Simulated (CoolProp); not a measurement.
Vapour-liquid equilibrium of dimethyl ether (1) + R227EA (2) at 322.8 K; x and y are mole fractions of (1).

Values from CoolProp's multi-fluid Helmholtz-energy mixture model, Wu 2011 and Lemmon 2016; pair parameters Bell 2016.

```csv
x,"bubble pressure, mixture model (kPa)","bubble pressure, Raoult's law (kPa)","y, mixture model","y, Raoult's law"
0.05,875.4,919.5,0.027,0.062
0.125,830.9,936.4,0.083,0.151
0.2,796.7,953.4,0.159,0.238
0.275,776.5,970.3,0.252,0.321
0.35,771.7,987.3,0.356,0.402
0.425,782.0,1004,0.465,0.480
0.5,805.7,1021,0.570,0.555
0.575,840.6,1038,0.666,0.628
0.65,883.9,1055,0.750,0.699
0.725,933.1,1072,0.822,0.767
0.8,986.0,1089,0.882,0.833
0.875,1041,1106,0.932,0.897
0.95,1097,1123,0.975,0.960
```

The largest gap from Raoult's law is -22.1 % in bubble pressure, at x = 0.425. y crosses x between x = 0.275 and 0.35: the model has an azeotrope there.

Pair parameters are fitted to limited data, so mixtures are less certain than the pure fluids.
